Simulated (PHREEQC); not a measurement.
Silver or lead bath: an equilibrium model

Make-up at 20 °C: 0.0015 mol/kgw Pb(NO3)2, 0.26 mol/kgw NaNO3 and 0.013 mol/kgw Zn(NO3)2. Closed to the air; pH follows from the charge balance.

Equilibrium calculation in PHREEQC: ion-association model, phreeqc.dat.

Each row changes one thing in this solution. Precipitation was switched off in this run.

```csv
case,pH,ZnOH+ (mol/kgw),Zn(OH)2 (mol/kgw)
as made,5.57,1.27e-6,5.43e-9
Pb(NO3)2 left out,5.78,2.07e-6,1.44e-8
diluted 100-fold with water,6.26,1.47e-7,4.22e-9
Pb(NO3)2 from 0.0015 to 0.00135 mol/kgw,5.59,1.31e-6,5.81e-9
Zn(NO3)2 from 0.013 to 0.0195 mol/kgw,5.54,1.73e-6,6.84e-9
temperature from 20 to 40 °C,5.40,3.62e-6,2.39e-9
Zn(NO3)2 from 0.013 to 0.0065 mol/kgw,5.61,7.09e-7,3.35e-9
NaNO3 from 0.26 to 0.13 mol/kgw,5.51,1.31e-6,5.18e-9
```

Constants without temperature data keep their 25 °C values here.
